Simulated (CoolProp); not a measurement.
CF4 (R14) along the isotherm -31.05 °C: fugacity coefficient from the reference equation and from simpler models built on Tc = -45.8 °C, pc = 3.762 MPa, ω = 0.178; each cubic takes its own stable root.

Values from CoolProp's reference Helmholtz-energy equation of state, Platzer 1990. This equation is an older, rougher fit; its heat capacities, sound speeds and derivatives of the liquid may be far off and weren't checked against measurements.

```
p (MPa)          phase  reference
-------  -------------  ---------
0.0178             gas     0.9987
0.0366             gas     0.9973
0.0753             gas     0.9944
0.155              gas     0.9885
0.317              gas     0.9765
0.652              gas     0.9520
1.34               gas     0.9025
2.75               gas     0.8041
5.64     supercritical     0.6040
```

Task: How far does each simpler model (van der Waals, Redlich-Kwong, Soave-Redlich-Kwong, Peng-Robinson) lie from the reference over these 9 states: mean and median of the absolute difference, and the worst?

Result: 
- van der Waals: mean 0.4 %, median 0.2 %, worst +1.4 % at -31.05 °C and 2.75 MPa
- Redlich-Kwong: mean 0.2 %, median 0.0 %, worst -1.1 % at -31.05 °C and 5.64 MPa
- Soave-Redlich-Kwong: mean 0.1 %, median 0.0 %, worst +0.9 % at -31.05 °C and 5.64 MPa
- Peng-Robinson: mean 0.9 %, median 0.3 %, worst -3.5 % at -31.05 °C and 5.64 MPa
